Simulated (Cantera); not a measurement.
Charge: 1 mol FeS, 0.075 mol H2S, 2.6 mol N2, at 2180 Torr.

These are equilibrium values from Cantera (NASA tables, ideal gas, pure condensed phases), not measurements of a reactor. Candidate condensed phases: Fe, FeS, FeS2, S; 16 gas species. FeS: taken at fixed stoichiometry. Kinetics and transport are ignored. All values below are at 1300 K.

Base state: N2 0.966, H2S 0.0164, H2 0.0115, S2 0.00572, SH 5.24e-5 (mole fractions); condensed: FeS(s).

Question: What changes in the equilibrium state with this change: H2S from 0.075 to 3.2 mol?

Answer: 
| species | before | after |
|---|---|---|
| N2 | 0.966 | 0.426 |
| H2S | 0.0164 | 0.424 |
| H2 | 0.0115 | 0.100 |
| S2 | 0.00572 | 0.0500 |
| SH | 5.24e-5 | 0.000458 |
| FeS(s), mol | 1.00 | 1.00 |
